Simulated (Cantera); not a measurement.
A perfectly stirred reactor is fed with 8.29 % CH4, 19.3 % O2, 72.4 % N2, at 3750 Torr; it is adiabatic with a 600 K inlet, and is followed from long to short residence time, starting on the burning branch (τ in s: 0.027, 0.012, 0.0054, 0.0024, 0.0011, 0.00049, 0.00022, 9.8e-05, 4.4e-05, 2e-05, 8.9e-06).

Model: GRI-Mech 3.0 (53 species, 325 reactions), integrated in Cantera.

One state of this run: T (K) = 2226; x CH4 = 7.54e-5; x O2 = 0.0310; x C2H4 = 5.43e-8; x C2H6 = 2.07e-9; x N2O = 8.60e-7; x OH = 0.00578. x: mole fraction; the columns are a selection and need not sum to one.

Task: Which value of τ (s) does it belong to?
(A) 0.0054
(B) 0.00022
(C) 0.0024
(D) 0.00049

Result: D, 0.00049
